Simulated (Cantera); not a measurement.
An isothermal, constant-pressure homogeneous reactor starts with 69.4 % NO, 30.6 % N2, at 1725 K and 1.30 bar.

Cantera simulation using GRI-Mech 3.0 (53 species, 325 reactions); the numbers are that mechanism's predictions, not measurements.

**Question.** Predict: x(NO) at 200 s; x(N2) at 200 s; x(O) at 200 s; x(NO2) at 200 s; x(N2O) at 200 s; x(O2) at 200 s.

**Answer.** 
| Quantity | Value |
|---|---|
| x(NO) at 200 s | 0.00733 (gas-phase equilibrium 0.00373) |
| x(N2) at 200 s | 0.649 (gas-phase equilibrium 0.651) |
| x(O) at 200 s | 3.00e-5 (gas-phase equilibrium 3.01e-5) |
| x(NO2) at 200 s | 3.15e-5 (gas-phase equilibrium 1.61e-5) |
| x(N2O) at 200 s | 2.39e-7 (gas-phase equilibrium 2.25e-7) |
| x(O2) at 200 s | 0.344 (gas-phase equilibrium 0.345) |
